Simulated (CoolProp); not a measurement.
The numbers come from the reference Helmholtz-energy equation of state, Pan 2012 in CoolProp.

Question: Give the vapour pressure (MPa), liquid density (kg/m³), enthalpy of vaporisation (kJ/kg), surface tension (mN/m) of saturated R236FA at 72.15 °C.

Answer: 
```csv
T (°C),p (MPa),liquid density (kg/m³),enthalpy of vaporisation (kJ/kg),surface tension (mN/m)
72.15,1.04,1170,113,4.32
```

Surface tension comes from a separate correlation (Mulero 2012).
